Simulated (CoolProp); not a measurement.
A simple Rankine cycle with water: condensing at 331.15 K, boiler at 11.3 MPa, turbine inlet 633.2 K, turbine efficiency 0.65, pump efficiency 0.6, no recuperator. Each further row changes one setting.

The numbers come from the reference Helmholtz-energy equation of state, Wagner 2002 in CoolProp.

```json
[
 {"case": "as stated", "thermal efficiency (%)": "23.5", "net work (kJ/kg)": "626", "heat in (kJ/kg)": "2660", "turbine exit temperature (K)": "331.1", "volume ratio over the turbine": "364"},
 {"case": "turbine inlet 653.2 K", "thermal efficiency (%)": "23.8", "net work (kJ/kg)": "650", "heat in (kJ/kg)": "2740", "turbine exit temperature (K)": "331.1", "volume ratio over the turbine": "346"},
 {"case": "condensing temperature 323.15 K", "thermal efficiency (%)": "24.2", "net work (kJ/kg)": "653", "heat in (kJ/kg)": "2690", "turbine exit temperature (K)": "323.2", "volume ratio over the turbine": "521"},
 {"case": "boiler pressure 7.91 MPa", "thermal efficiency (%)": "22.9", "net work (kJ/kg)": "635", "heat in (kJ/kg)": "2770", "turbine exit temperature (K)": "331.1", "volume ratio over the turbine": "241"},
 {"case": "turbine efficiency 0.55", "thermal efficiency (%)": "19.8", "net work (kJ/kg)": "527", "heat in (kJ/kg)": "2660", "turbine exit temperature (K)": "331.1", "volume ratio over the turbine": "382"}
]
```

The expansion ends wet for: as stated; turbine inlet 653.2 K; condensing temperature 323.15 K; boiler pressure 7.91 MPa; turbine efficiency 0.55.
